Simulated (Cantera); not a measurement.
# Dilute partial oxidation

A perfectly stirred reactor is fed with CH₃OH : O₂ : N₂ = 0.0023 : 0.00048 : 1 (molar parts), equivalence ratio 7.2, at 0.987 atm; it is held at 1375 K, and followed from long to short residence time.

Detailed kinetics in Cantera: GRI-Mech 3.0 (53 species, 325 reactions). GRI-Mech 3.0 was tuned for natural gas; its chemistry of methanol as a main component is partial and can be far from experiment.

```
τ (s)    x CH₃OH      x O₂     x CH₂     x CO₂      x CO
------  --------  --------  --------  --------  --------
4.4      5.38e-7   3.62e-6  2.73e-10  0.000175   0.00210
1.9      8.33e-7   5.57e-6  6.17e-10  0.000164   0.00211
0.85     1.32e-6   8.76e-6   1.35e-9  0.000149   0.00212
0.37     2.19e-6   1.42e-5   3.01e-9  0.000131   0.00214
0.16     3.69e-6   2.33e-5   6.59e-9  0.000110   0.00215
0.072    6.20e-6   3.74e-5   1.34e-8   9.04e-5   0.00217
0.032    1.09e-5   6.10e-5   2.60e-8   7.17e-5   0.00217
0.014    2.12e-5  0.000102   4.71e-8   5.40e-5   0.00217
0.0062   4.90e-5  0.000175   7.17e-8   3.65e-5   0.00214
0.0027  0.000735  0.000383   2.34e-8   6.94e-6   0.00115
0.0012   0.00155  0.000436   4.39e-8   1.53e-6  0.000302
```
x: mole fraction; the columns are a selection and need not sum to one.
